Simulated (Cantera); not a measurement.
# Pyrogenic steam for wet oxidation

An isothermal, constant-pressure homogeneous reactor starts with H2 : O2 : N2 = 0.77 : 1 : 1.7 (molar parts), equivalence ratio 0.39, at 1400 K and 150 Torr.

Cantera simulation using the H2/O2 subset of GRI-Mech 3.0, which has no nitrogen chemistry; the numbers are that mechanism's predictions, not measurements. The temperature is held fixed by assumption; the heat of reaction is taken as removed at once.

| t (s) | x H2 | x O2 | x H | x H2O | x OH | x O | x H2O2 |
|---|---|---|---|---|---|---|---|
| 6.00e-5 | 0.125 | 0.241 | 0.0482 | 0.0679 | 0.0106 | 0.0172 | 1.38e-6 |
| 0.000281 | 0.0114 | 0.191 | 0.0242 | 0.212 | 0.00991 | 0.0199 | 2.24e-6 |
| 0.00131 | 0.000711 | 0.198 | 0.000307 | 0.247 | 0.00240 | 0.00108 | 7.83e-7 |
| 0.00614 | 3.26e-5 | 0.199 | 3.20e-6 | 0.249 | 0.000530 | 5.15e-5 | 1.26e-7 |
| 0.0287 | 3.53e-6 | 0.199 | 1.23e-7 | 0.249 | 0.000180 | 5.90e-6 | 2.44e-8 |
| 0.134 | 7.73e-7 | 0.199 | 1.30e-8 | 0.250 | 8.44e-5 | 1.30e-6 | 7.09e-9 |
| 0.627 | 5.69e-7 | 0.199 | 8.26e-9 | 0.250 | 7.20e-5 | 9.51e-7 | 5.57e-9 |
| 2.93 | 5.68e-7 | 0.199 | 8.26e-9 | 0.250 | 7.20e-5 | 9.51e-7 | 5.57e-9 |
| 13.7 | 5.68e-7 | 0.199 | 8.26e-9 | 0.250 | 7.20e-5 | 9.51e-7 | 5.57e-9 |
| 64.2 | 5.68e-7 | 0.199 | 8.26e-9 | 0.250 | 7.20e-5 | 9.51e-7 | 5.57e-9 |
| 300 | 5.68e-7 | 0.199 | 8.26e-9 | 0.250 | 7.20e-5 | 9.51e-7 | 5.57e-9 |
x: mole fraction; the columns are a selection and need not sum to one.

Equilibrium at this temperature and pressure: H2 5.68e-7, O2 0.199, H 8.26e-9, H2O 0.250, OH 7.20e-5, O 9.51e-7, H2O2 5.57e-9 (gas phase only).
